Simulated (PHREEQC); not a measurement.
Dissolve 0.29 mol/kgw HF at 20 °C. Closed to the air; pH follows from the charge balance.

All values are PHREEQC results (ion-association model, phreeqc.dat), not measurements.

This is a speciation only: nothing precipitates in the calculation.

Q: Order these F species by the share of F that they hold, largest first: F-, HF2-, HF.

A: HF (89 %), HF2- (7.4 %), F- (3.9 %)

The pH is 1.71 and the ionic strength 0.0219 mol/kgw. Complexes and solids missing from the database can't appear.
